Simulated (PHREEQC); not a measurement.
Make-up at 20 °C: 3.6 mol KCl and 0.47 mol NaHCO3 per kg of water. Closed to the air; pH follows from the charge balance.

Equilibrium calculation in PHREEQC: Pitzer model, pitzer.dat.

The ionic strength comes out as 4.08 mol/kgw. What activity coefficients do CO3-2, HCO3-, K+, Cl-, Na+ get?

CO3-2 0.054, HCO3- 0.50, K+ 0.57, Cl- 0.57, Na+ 0.67. Single-ion values are on the MacInnes scale.

No solid was allowed to form. Species that the database lacks are ignored. In brines, pH and single-ion activities rest on the MacInnes convention.
